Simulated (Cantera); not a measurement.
## Thermodynamics of roasting and sulfation, feed MgO + H2S + O2

Feed: 1 mol MgO, 1.4 mol H2S, 5.3 mol O2, equilibrated at 19.0 bar.

Equilibrium computed with Cantera from the NASA thermochemical tables; the gas is ideal and each condensed phase is pure. Candidate condensed phases: H2O, H2SO4, Mg, MgO, Mg(OH)2, MgS, MgSO4, S; 26 gas species. The numbers say what is thermodynamically allowed, not how fast it happens.

From 1300 K to 1375 K the condensed part is MgSO4(s). From 1400 K to 1450 K the condensed part is MgSO4(l).

| T (K) | x O2 | x H2O | x SO2 | x SO3 | x H2SO4 | n MgSO4(s) | n MgSO4(l) |
|---|---|---|---|---|---|---|---|
| 1300 | 0.595 | 0.315 | 0.0638 | 0.0262 | 5.92e-5 | 1.00 | 0 |
| 1325 | 0.595 | 0.315 | 0.0667 | 0.0232 | 4.50e-5 | 1.00 | 0 |
| 1350 | 0.596 | 0.314 | 0.0693 | 0.0205 | 3.45e-5 | 1.00 | 0 |
| 1375 | 0.596 | 0.314 | 0.0716 | 0.0181 | 2.66e-5 | 1.00 | 0 |
| 1400 | 0.597 | 0.314 | 0.0736 | 0.0160 | 2.06e-5 | 0 | 1.00 |
| 1425 | 0.597 | 0.313 | 0.0753 | 0.0142 | 1.61e-5 | 0 | 1.00 |
| 1450 | 0.597 | 0.313 | 0.0768 | 0.0126 | 1.27e-5 | 0 | 1.00 |
x: gas mole fraction; n: condensed amount in mol.
